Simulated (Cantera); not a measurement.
Charge: 1 mol SiC, 0.035 mol N2O, 14 mol N2, equilibrated at 1227 °C and 0.133 bar.

Equilibrium computed with Cantera from the NASA thermochemical tables; the gas is ideal and each condensed phase is pure. Candidate condensed phases: C, Si, SiC, SiO2, Si2N2O, Si3N4; 34 gas species. Mutual solubility and eutectic melting of coexisting phases are not modelled. Kinetics and transport are ignored.

Base state: N2 1.000, CO 0.000341 (mole fractions); condensed: C(graphite) + Si2N2O(s) + Si3N4(s).

What changes in the equilibrium state with this change: SiC replaced by Si3N4?


| species | before | after |
|---|---|---|
| N2 | 1.000 | 1.00 |
| CO | 0.000341 | 0 |
| C(graphite), mol | 0.995 | 0 |
| Si2N2O(s), mol | 0.0304 | 0.0350 |
| Si3N4(s), mol | 0.313 | 0.977 |
